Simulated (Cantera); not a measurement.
A closed system holds: 1 mol trisilylamine, 0.2 mol NH₃, at 6100 Pa.

Cantera equilibrium calculation (NASA polynomials, part measured and part estimated; ideal gas, pure solids and liquids). Candidate condensed phases: Si, Si₃N₄; 18 gas species. The feed counts by its element totals alone. Mutual solubility and eutectic melting of coexisting phases are not modelled. Gases not in the tables: Si₂H₆ and higher silanes. Kinetics and transport are ignored.

**Question.** Which condensed phases are stable at each of these points (T (K)): 1498, 1523, 1548, 1573, 1598, 1623, 1648, 1673, 1698, 1723, 1748, 1773?

**Answer.** 
```csv
T (K),condensed phases,Si condensed (%)
1498,Si(s) + Si₃N₄(s),100.0
1523,Si(s) + Si₃N₄(s),100.0
1548,Si(s) + Si₃N₄(s),100.0
1573,Si(s) + Si₃N₄(s),100.0
1598,Si(s) + Si₃N₄(s),100.0
1623,Si(s) + Si₃N₄(s),100.0
1648,Si(s) + Si₃N₄(s),100.0
1673,Si(s) + Si₃N₄(s),100.0
1698,Si(l) + Si₃N₄(s),100.0
1723,Si(l) + Si₃N₄(s),100.0
1748,Si(l) + Si₃N₄(s),100.0
1773,Si(l) + Si₃N₄(s),100.0
```

From 1498 K to 1673 K the condensed part is Si(s) + Si₃N₄(s). From 1698 K to 1773 K the condensed part is Si(l) + Si₃N₄(s).
